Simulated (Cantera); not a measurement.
Gas mixture: N2 : N2O = 0.72 : 0.85 (molar parts), at 0.118 atm, frozen composition.

Cantera's kinetic-theory transport with the Lennard-Jones parameters of GRI-Mech 3.0, ideal gas; thermal conductivity in the multicomponent form. The composition is frozen, though it would react at the higher temperatures.

One state of this run: ρ (kg/m³) = 0.0623; cp (J/kg/K) = 1183; μ (µPa s) = 36.4; λ (mW/m/K) = 59.1; Pr = 0.729; D (cm²/s) C2H2 = 7.61; D (cm²/s) CO2 = 7.12; D (cm²/s) OH = 14.0. D: mixture-averaged diffusion coefficient of that species in the mixture.

### Question
Which value of T (K) does it belong to?
A. 1000
B. 1150
C. 850
D. 700

### Answer
C, 850
